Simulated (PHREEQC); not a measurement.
Dissolve 0.0072 mol NaHSO4 and 0.15 mol NaF per kg of water at 25 °C. Closed to the air; pH follows from the charge balance.

The numbers come from PHREEQC with the ion-association model, phreeqc.dat.

Each row changes one thing in this solution. No solid was allowed to form.

| case | pH | ionic strength (mol/kgw) | Na+ (mol/kgw) | F- (mol/kgw) | NaF (mol/kgw) | HF (mol/kgw) |
|---|---|---|---|---|---|---|
| as made | 4.47 | 0.155 | 0.150 | 0.134 | 0.00617 | 0.00473 |
| NaHSO4 replaced by Na2SO4 at the same molality | 8.11 | 0.162 | 0.156 | 0.143 | 0.00681 | 1.16e-6 |
| NaF from 0.15 to 0.075 mol/kgw | 4.11 | 0.0858 | 0.0795 | 0.0647 | 0.00178 | 0.00568 |
| NaF replaced by (NH4)2SiF6 at the same molality | 2.33 | 0.464 | 0.00717 | 0.000954 | 1.62e-6 | 0.00381 |
| NaHSO4 left out | 8.12 | 0.144 | 0.144 | 0.144 | 0.00644 | 1.16e-6 |
| temperature from 25 to 80 °C | 4.95 | 0.155 | 0.150 | 0.134 | 0.00578 | 0.00456 |

Some of these states are supersaturated (in Quartz (slow to form), Chalcedony (slow to form), for instance). Away from 25 °C the constants follow the database's enthalpies or fits; those with neither stay at their 25 °C values. SiF6-2 is the database's only silicon fluoride.
